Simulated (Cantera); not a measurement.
Cantera run:

```python
import numpy as np
import cantera as ct

gas_names = [...]  # 113 gases of nasa_gas.yaml made of C, H, O, Ta
cond_names = """
    C(gr) C6H6(L) C7H8(L) C8H18(L),n-octa H2O(s) H2O(L) Ta(cr) Ta(L) TaC(s) TaC(L) Ta2O5(s) Ta2O5(L)
""".split()


# ... load() reads the species with a 1 bar reference pressure and builds the phases ...
atoms = {
    'Ta2O5': {'Ta': 2, 'O': 5},
    'CO': {'C': 1, 'O': 1},
    'H2': {'H': 2},
}
top_T = {'C(gr)': 4500}  # K; cautious upper limits of use, not melting points


# ... equilibrate(T, P, feed) seeds the gas with the atoms and calls Mixture.equilibrate('TP', solver="vcs", rtol=1e-11, max_steps=5000) ...
results = []
feed = {'Ta2O5': 1, 'CO': 5.8, 'H2': 4.5}  # mol
P = 22  # Pa
for T in [800, 950, 1100, 1250, 1400, 1550, 1700]:
    mix = equilibrate(T, P, feed)
    results.append((T, P, feed, dict(zip(mix.species_names, mix.species_moles))))

top = {s: max(r[3][s] / sum(r[3][g] for g in gas_names) for r in results) for s in gas_names}
cols = sorted((s for s in top if top[s] > 0.0001), key=lambda s: -top[s])[:5]
seen = [c for c in cond_names if any(r[3].get(c, 0) > 1e-12 for r in results)]
print("log10 of partial pressures in bar; condensed amounts in mol")
print(f"{'T/K':>10s}" + "".join(f"{s[:9]:>10s}" for s in cols + seen))
for T, P, feed, n in results:
    ng = sum(n[g] for g in gas_names)
    print(f"{T:10.4g}" + "".join(f"{np.log10(max(n[s] / ng * P / 1e5, 1e-99)):10.3f}" for s in cols)
          + "".join(f"{n.get(c, 0):10.4g}" for c in seen))
```

It prints:

```
log10 of partial pressures in bar; condensed amounts in mol
       T/K        CO        H2       CO2         H       H2O     C(gr)    TaC(s)  Ta2O5(s)
       800    -3.915    -4.015    -5.835   -13.546    -6.561   0.08009         0         1
       950    -3.907    -4.017    -7.591   -11.263    -7.954  0.001649         0         1
      1100    -3.907    -4.017    -7.683    -9.596    -7.787         0  0.000496    0.9998
      1250    -3.907    -4.017    -7.694    -8.324    -7.609         0 0.0005997    0.9997
      1400    -3.907    -4.017    -7.702    -7.322    -7.476         0 0.0007134    0.9996
      1550    -3.907    -4.018    -7.708    -6.511    -7.372         0 0.0008299    0.9996
      1700    -3.909    -4.022    -7.714    -5.843    -7.294         0 0.0009247    0.9995
```

Method: chemical equilibrium by Gibbs-energy minimisation in Cantera with the NASA 1993 tables (ideal gas, pure condensed phases). Mutual solubility and eutectic melting of coexisting phases are not modelled. TaC: taken at fixed stoichiometry. Condensed phases not in the tables: Ta2C.
